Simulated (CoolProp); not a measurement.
The numbers come from the reference Helmholtz-energy equation of state, Span 2003 in CoolProp. It is a short technical equation, of lower accuracy than the large ones.

Task: For n-heptane, give the phase and the density (kg/m³), cp (kJ/(kg K)), Joule-Thomson coefficient (K/MPa), Prandtl number at 391.8 K and 0.504 MPa; 516.6 K and 0.504 MPa; 541.6 K and 0.504 MPa.

Result: 
- 391.8 K and 0.504 MPa: liquid; density 595, cp 2.66, Joule-Thomson coefficient -0.212, Prandtl number 4.67
- 516.6 K and 0.504 MPa: gas; density 12.8, cp 2.65, Joule-Thomson coefficient 10.3, Prandtl number 0.736
- 541.6 K and 0.504 MPa: gas; density 12.0, cp 2.73, Joule-Thomson coefficient 8.56, Prandtl number 0.736

Viscosity comes from a separate model (Michailidou 2014). Thermal conductivity comes from a separate model (Assael 2013).
